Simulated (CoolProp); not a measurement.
Vapour-liquid equilibrium of CHF3 (R23) (1) + R227EA (2) at 0.01 MPa; x and y are mole fractions of (1).

Values from CoolProp's multi-fluid Helmholtz-energy mixture model, Penoncello 2003 and Lemmon 2016; pair parameters Bell 2016.

Give the bubble temperature and the first vapour's composition at x = 0.35, 0.65, 0.725. Is there an azeotrope?

x = 0.35: 167.6 K, y = 0.990; x = 0.65: 162.3 K, y = 0.996; x = 0.725: 161.6 K, y = 0.997. No azeotrope shows between x = 0.05 and 0.95.

Pair parameters are fitted to limited data, so mixtures are less certain than the pure fluids.
